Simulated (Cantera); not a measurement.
Input (Python, Cantera) and output of one run.

```python
import numpy as np
import cantera as ct

gas_names = [...]  # 113 gases of nasa_gas.yaml made of C, H, O, Ti
cond_names = """
    C(gr) C6H6(L) C7H8(L) C8H18(L),n-octa H2O(s) H2O(L) Ti(a) Ti(b) Ti(L) TiC(s) TiC(L) TiO(a) TiO(b)
    TiO(L) TiO2(ru) TiO2(L) Ti2O3(a) Ti2O3(b) Ti2O3(L) Ti3O5(a) Ti3O5(b) Ti3O5(L) Ti4O7(s) Ti4O7(L)
""".split()


# ... load() reads the species with a 1 bar reference pressure and builds the phases ...
atoms = {
    'Ti': {'Ti': 1},
    'H2O': {'H': 2, 'O': 1},
    'CO': {'C': 1, 'O': 1},
}
top_T = {'C(gr)': 4500}  # K; cautious upper limits of use, not melting points


# ... equilibrate(T, P, feed) seeds the gas with the atoms and calls Mixture.equilibrate('TP', solver="vcs", rtol=1e-11, max_steps=5000) ...
results = []
feed = {'Ti': 1, 'H2O': 0.84, 'CO': 0.99}  # mol
T = 2073  # K
P = 100000  # Pa
mix = equilibrate(T, P, feed)
results.append((T, P, feed, dict(zip(mix.species_names, mix.species_moles))))
x = sorted(zip(gas.X, gas.species_names), reverse=True)
print(f"T = {T:g} K  P = {P:g} Pa  gas = {mix.phase_moles(0):.4g} mol")
print("   x: " + "  ".join(f"{s} {v:.3e}" for v, s in x if v > 0.0001))
print("   condensed (mol): " + ("  ".join(f"{mix.phase(i).name} {mix.phase_moles(i):.4g}"
      for i in range(1, mix.n_phases) if mix.phase_moles(i) > 1e-12) or "none"))
```

Result:

```
T = 2073 K  P = 100000 Pa  gas = 1.567 mol
   x: H2 5.346e-01  CO 4.630e-01  H 1.923e-03  H2O 4.455e-04
   condensed (mol): TiC(s) 0.2643  Ti2O3(b) 0.3678
```

Method: chemical equilibrium by Gibbs-energy minimisation in Cantera with the NASA 1993 tables (ideal gas, pure condensed phases). Mutual solubility and eutectic melting of coexisting phases are not modelled. TiC: taken at fixed stoichiometry.
